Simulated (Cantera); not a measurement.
Cantera with NASA thermochemical tables; ideal gases at 1 bar, condensed phases pure. Values are per mole of reaction as written; species without (g) are pure solids or liquids, kept so even where they would boil at 1 bar.

### Question
Between 300 and 2300 K, where is each reaction favourable under standard conditions?
- 6 HF(g) + 2 BN → 6 H(g) + 2 BF3(g) + N2(g)

### Answer
- 6 HF(g) + 2 BN → 6 H(g) + 2 BF3(g) + N2(g): ΔG° is 1079 kJ at 300 K and 339 kJ at 2300 K; it stays positive (K < 1). ΔH° is 1238 kJ and ΔS° 391 J/K at 2300 K.
